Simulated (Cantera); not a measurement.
Input: 1 mol SiH2Cl2, 59 mol H2, equilibrated at 0.0133 bar.

Cantera equilibrium calculation (NASA polynomials, part measured and part estimated; ideal gas, pure solids and liquids). Candidate condensed phases: Si; 19 gas species. The tables' values for SiCl3 are old estimates; treat these amounts as uncertain. Kinetics and transport are ignored.

x: gas mole fraction; n: condensed amount in mol.

```
T (°C)   x H2    x HCl     x SiCl4     x SiCl2  n Si(s)
------  -----  -------  ----------  ----------  -------
652     0.985  0.00819     0.00454     9.84e-5    0.587
727     0.980   0.0148     0.00308    0.000378    0.685
802     0.975   0.0219     0.00142    0.000962    0.786
877     0.971   0.0264    0.000392     0.00158    0.846
952     0.970   0.0279  (withheld)  (withheld)    0.861
1027    0.970   0.0281     1.71e-5     0.00217    0.860
1102    0.970   0.0280     4.14e-6     0.00232    0.854
1177    0.970   0.0278     1.15e-6     0.00245    0.848
1252    0.970   0.0276  (withheld)     0.00257    0.842
1327    0.969   0.0274     1.26e-7     0.00267    0.835
```

Q: Fill in the missing entries.

A: 
- 1252, x SiCl4: 3.61e-7
- 952, x SiCl4: 8.08e-5
- 952, x SiCl2: 0.00195
